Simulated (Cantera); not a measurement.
Source: NASA polynomial tables (part measured, part estimated), evaluated in Cantera. Values are per mole of reaction as written; species without (g) are pure solids or liquids, kept so even where they would boil at 1 bar. ZrN: taken at fixed stoichiometry.

ZrN + 3 O(g) → ZrO2 + NO(g)

```json
[
 {"T (K)": "300", "ΔH° (kJ)": "-1388.5", "ΔS° (J/K)": "-261.1", "ΔG° (kJ)": "-1310.2", "log10 K": "228.12"},
 {"T (K)": "673", "ΔH° (kJ)": "-1393.5", "ΔS° (J/K)": "-272.5", "ΔG° (kJ)": "-1210.1", "log10 K": "93.92"},
 {"T (K)": "823", "ΔH° (kJ)": "-1394.8", "ΔS° (J/K)": "-274.2", "ΔG° (kJ)": "-1169.1", "log10 K": "74.20"},
 {"T (K)": "973", "ΔH° (kJ)": "-1395.8", "ΔS° (J/K)": "-275.3", "ΔG° (kJ)": "-1127.9", "log10 K": "60.55"},
 {"T (K)": "1123", "ΔH° (kJ)": "(withheld)", "ΔS° (J/K)": "(withheld)", "ΔG° (kJ)": "(withheld)", "log10 K": "(withheld)"},
 {"T (K)": "1273", "ΔH° (kJ)": "(withheld)", "ΔS° (J/K)": "(withheld)", "ΔG° (kJ)": "(withheld)", "log10 K": "(withheld)"}
]
```

Task: Complete the blanks.

Result: 
- 1123, ΔH° (kJ): -1396.6
- 1123, ΔS° (J/K): -276.1
- 1123, ΔG° (kJ): -1086.5
- 1123, log10 K: 50.54
- 1273, ΔH° (kJ): -1397.3
- 1273, ΔS° (J/K): -276.7
- 1273, ΔG° (kJ): -1045.1
- 1273, log10 K: 42.88
